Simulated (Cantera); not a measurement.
Charge: 1 mol CaCO₃, 0.14 mol H₂O, 1 mol O₂, held at 1000 K and 29.0 mbar.

Cantera equilibrium calculation (NASA polynomials, part measured and part estimated; ideal gas, pure solids and liquids). Candidate condensed phases: C, C₆H₆, C₇H₈, C₈H₁₈, Ca, CaCO₃, CaO, Ca(OH)₂, H₂O; 115 gas species. Kinetics and transport are ignored.

Base state: CO₂ 0.467, O₂ 0.467, H₂O 0.0654 (mole fractions); condensed: CaO(s).

### Question
What changes in the equilibrium state with this change: CaCO₃ replaced by Mg(OH)₂?

### Answer
```
species      before  after
-----------  ------  -----
H₂O          0.0654  0.533
O₂            0.467  0.467
CO₂           0.467      0
CaO(s), mol    1.00      0
MgO(s), mol       0   1.00
```
Further candidate phases: Mg, MgO, Mg(OH)₂.
